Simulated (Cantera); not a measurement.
Input (Python, Cantera):

```python
import numpy as np
import cantera as ct

surf = ct.Interface("ptcombust.yaml", "Pt_surf")
gas = surf.adjacent["gas"]
gas.TPX = 950, 100000, {'H2': 0.002, 'O2': 0.16, 'N2': 0.79, 'H2O': 0.011}
surf.TP = 950, 100000
reactor = ct.FlowReactor(gas, clone=False)
reactor.area = 0.0001  # m2
reactor.surface_area_to_volume_ratio = 110  # 1/m
reactor.mass_flow_rate = 4.2 * reactor.area * gas.density  # inlet velocity 4.2 m/s
reactor.energy_enabled = False
wall = ct.ReactorSurface(surf, reactor, clone=False)
net = ct.ReactorNet([reactor])
net.rtol, net.atol = 1e-8, 1e-16
show, cover = ['H2', 'O2', 'H2O'], ['PT(S)', 'H(S)', 'O(S)', 'OH(S)', 'CO(S)', 'C(S)']

rows = []
print(f"{'z/m':>9s}{'u/(m/s)':>9s}" + "".join(f"{s:>13s}" for s in show + cover))
for z in [0.00048, 0.00092, 0.0018, 0.0034, 0.0066, 0.013, 0.025, 0.048]:
    net.advance(z)
    rows.append([reactor.speed, *gas[show].X, *surf[cover].coverages])
    print(f"{z:9.4g}{rows[-1][0]:9.3g}" + "".join(f"{x:13.4e}" for x in rows[-1][1:]))
```

Output:

```
      z/m  u/(m/s)           H2           O2          H2O        PT(S)         H(S)         O(S)        OH(S)        CO(S)         C(S)
  0.00048      4.2   1.9507e-03   1.6609e-01   1.1550e-02   1.3391e-01   1.3182e-07   8.6403e-01   2.0590e-03   3.9045e-27   2.0632e-29
  0.00092      4.2   1.8422e-03   1.6605e-01   1.1659e-02   1.3345e-01   1.3114e-07   8.6449e-01   2.0605e-03  -2.4475e-25  -1.2776e-27
   0.0018      4.2   1.6438e-03   1.6597e-01   1.1859e-02   1.3261e-01   1.2992e-07   8.6532e-01   2.0633e-03   2.2274e-30   1.1448e-32
   0.0034      4.2   1.3383e-03   1.6584e-01   1.2166e-02   1.3134e-01   1.2806e-07   8.6659e-01   2.0676e-03   1.5761e-30   8.1868e-33
   0.0066      4.2   8.9141e-04   1.6565e-01   1.2616e-02   1.2953e-01   1.2539e-07   8.6840e-01   2.0737e-03   8.7793e-31   4.5787e-33
    0.013      4.2   4.0011e-04   1.6545e-01   1.3111e-02   1.2758e-01   1.2254e-07   8.7034e-01   2.0802e-03  -1.2792e-30  -5.0334e-33
    0.025      4.2   9.0687e-05   1.6532e-01   1.3422e-02   1.2638e-01   1.2078e-07   8.7154e-01   2.0842e-03   9.6499e-29   4.9880e-31
    0.048      4.2   5.3480e-06   1.6528e-01   1.3508e-02   1.2605e-01   1.2030e-07   8.7186e-01   2.0853e-03   1.1937e-26   6.1492e-29
```

Computed with Cantera and Deutschmann's 1995 Pt surface mechanism with GRI-Mech 3.0 gas chemistry. Catalytic surfaces can have several steady states; this one follows from the mechanism file's or the stated starting coverage. Mass transfer to the wall is taken as infinitely fast.
